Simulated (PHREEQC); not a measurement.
Synthetic water in mg/L, 25 °C, pH 6.35, pe 12.6:

| constituent | mg/L |
|---|---|
| Na | 0.00994 |
| K | 0.000752 |
| Ca | 0.0379 |
| Mg | 0.00468 |
| Cl | 0.0168 |
| S(6) as SO4 | 0.0441 |
| Alkalinity as HCO3 | 0.0778 |
| Pb | 0.012 |
| N(5) as NO3 | 0.00129 |

Valence states are taken as typed.

Equilibrium calculation in PHREEQC: ion-association model, phreeqc.dat.

This is a speciation only: nothing precipitates in the calculation.

**Question.** What charge-balance error does the model give?

**Answer.** charge-balance error 2.4 %.

**Question.** In which forms is Pb present?

**Answer.** Pb+2 95 %, PbOH+ 4.1 % of the Pb.

Complexes and solids missing from the database can't appear.
